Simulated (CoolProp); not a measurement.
Tetradecamethylhexasiloxane (MD4M) at several states: density (kg/m³) from the reference equation and from simpler models built on Tc = 653.2 K, pc = 8.286 bar, ω = 0.800; each cubic takes its own stable root.

Model: reference Helmholtz-energy equation of state, Thol 2019, in CoolProp.

```json
[
 {"T (K)": "436.6", "p (bar)": "8.1", "phase": "liquid", "reference": "752.1"},
 {"T (K)": "271.7", "p (bar)": "0.279", "phase": "liquid", "reference": "912.2"},
 {"T (K)": "414.9", "p (bar)": "28.2", "phase": "liquid", "reference": "779.7"},
 {"T (K)": "380.1", "p (bar)": "1.83", "phase": "liquid", "reference": "807.2"},
 {"T (K)": "390.9", "p (bar)": "0.391", "phase": "liquid", "reference": "796.2"},
 {"T (K)": "515.4", "p (bar)": "0.362", "phase": "gas", "reference": "4.066"}
]
```

Question: How far does each simpler model (van der Waals, Redlich-Kwong, Soave-Redlich-Kwong, Peng-Robinson) lie from the reference over these 6 states: mean and median of the absolute difference, and the worst?

Answer: 
- van der Waals: mean 46.8 %, median 44.8 %, worst -99.3 % at 390.9 K and 0.391 bar
- Redlich-Kwong: mean 16.7 %, median 19.5 %, worst -21.7 % at 271.7 K and 0.279 bar
- Soave-Redlich-Kwong: mean 11.1 %, median 12.1 %, worst -17.6 % at 271.7 K and 0.279 bar
- Peng-Robinson: mean 2.3 %, median 1.3 %, worst -7.9 % at 271.7 K and 0.279 bar

At some of these states van der Waals gives the other phase, because its saturation line lies elsewhere.
